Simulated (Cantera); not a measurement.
## Adiabatic ignition

An adiabatic, constant-volume homogeneous reactor starts with CH₄ : O₂ : N₂ = 1 : 5.13 : 19.3 (molar parts), at 1450 K and 9.70 bar.

Computed with Cantera and GRI-Mech 3.0 (53 species, 325 reactions).

```json
[
 {"t (s)": "2.00e-6", "T (K)": "1450", "P (bar)": "9.70", "x CH₄": "0.0393", "x O₂": "0.202", "x HCN": "<1e-12", "x H₂O": "6.59e-8", "x HCO": "<1e-12"},
 {"t (s)": "5.70e-6", "T (K)": "1450", "P (bar)": "9.70", "x CH₄": "0.0393", "x O₂": "0.202", "x HCN": "<1e-12", "x H₂O": "4.37e-7", "x HCO": "1.50e-12"},
 {"t (s)": "1.62e-5", "T (K)": "1450", "P (bar)": "9.70", "x CH₄": "0.0393", "x O₂": "0.202", "x HCN": "<1e-12", "x H₂O": "4.07e-6", "x HCO": "1.96e-11"},
 {"t (s)": "4.62e-5", "T (K)": "1450", "P (bar)": "9.70", "x CH₄": "0.0392", "x O₂": "0.202", "x HCN": "<1e-12", "x H₂O": "5.88e-5", "x HCO": "5.71e-10"},
 {"t (s)": "0.000132", "T (K)": "1459", "P (bar)": "9.76", "x CH₄": "0.0379", "x O₂": "0.201", "x HCN": "<1e-12", "x H₂O": "0.00110", "x HCO": "2.62e-8"},
 {"t (s)": "0.000375", "T (K)": "2463", "P (bar)": "16.5", "x CH₄": "<1e-12", "x O₂": "0.121", "x HCN": "<1e-12", "x H₂O": "0.0757", "x HCO": "1.76e-10"},
 {"t (s)": "0.00107", "T (K)": "2458", "P (bar)": "16.5", "x CH₄": "<1e-12", "x O₂": "0.120", "x HCN": "<1e-12", "x H₂O": "0.0758", "x HCO": "1.67e-10"},
 {"t (s)": "0.00304", "T (K)": "2447", "P (bar)": "16.4", "x CH₄": "<1e-12", "x O₂": "0.118", "x HCN": "<1e-12", "x H₂O": "0.0759", "x HCO": "1.51e-10"},
 {"t (s)": "0.00866", "T (K)": "2433", "P (bar)": "16.3", "x CH₄": "<1e-12", "x O₂": "0.116", "x HCN": "<1e-12", "x H₂O": "0.0760", "x HCO": "1.32e-10"},
 {"t (s)": "0.0247", "T (K)": "2427", "P (bar)": "16.3", "x CH₄": "<1e-12", "x O₂": "0.115", "x HCN": "<1e-12", "x H₂O": "0.0761", "x HCO": "1.25e-10"},
 {"t (s)": "0.0702", "T (K)": "2427", "P (bar)": "16.3", "x CH₄": "<1e-12", "x O₂": "0.114", "x HCN": "<1e-12", "x H₂O": "0.0761", "x HCO": "1.25e-10"},
 {"t (s)": "0.200", "T (K)": "2427", "P (bar)": "16.3", "x CH₄": "<1e-12", "x O₂": "0.114", "x HCN": "<1e-12", "x H₂O": "0.0761", "x HCO": "1.25e-10"}
]
```
x: mole fraction; the columns are a selection and need not sum to one.

```json
{
  "time_of_steepest_temperature_rise": "0.212 ms",
  "temperature at 0.200 s": "2427 K",
  "equilibrium_temperature": "2427 K",
  "x(CH₄) at 0.200 s": "<1e-12 (gas-phase equilibrium <1e-12)",
  "x(O₂) at 0.200 s": "0.114 (gas-phase equilibrium 0.114)",
  "x(HCN) at 0.200 s": "<1e-12 (gas-phase equilibrium <1e-12)"
}
```
